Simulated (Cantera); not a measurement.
## Transport properties of process gases

Gas mixture: 21.0 % CH4, 26.5 % H2O, 29.4 % C2H2, 23.2 % CH3OH, at 16.0 Pa, frozen composition.

Cantera's kinetic-theory transport with the Lennard-Jones parameters of GRI-Mech 3.0, ideal gas; thermal conductivity in the mixture-averaged form. Polar gases are described roughly by these parameters.

| T (K) | ρ (kg/m³) | cp (J/kg/K) | μ (µPa s) | λ (mW/m/K) | Pr | D (cm²/s) H2 | D (cm²/s) H | D (cm²/s) NH3 |
|---|---|---|---|---|---|---|---|---|
| 400 | 0.000112 | 1906 | 13.8 | 36.7 | 0.714 | 7350 | 11200 | 1990 |
| 500 | 8.93e-5 | 2109 | 16.9 | 49.6 | 0.719 | 10800 | 16900 | 3090 |
| 600 | 7.45e-5 | 2299 | 19.9 | 63.2 | 0.724 | 14800 | 23400 | 4390 |
| 700 | 6.38e-5 | 2469 | 22.8 | 77.3 | 0.727 | 19200 | 30700 | 5880 |
| 800 | 5.58e-5 | 2620 | 25.5 | 91.6 | 0.729 | 24000 | 38800 | 7550 |
| 900 | 4.96e-5 | 2756 | 28.1 | 106 | 0.729 | 29300 | 47500 | 9380 |
| 1000 | 4.47e-5 | 2891 | 30.5 | 120 | 0.733 | 35000 | 57000 | 11400 |
D: mixture-averaged diffusion coefficient of that species in the mixture.
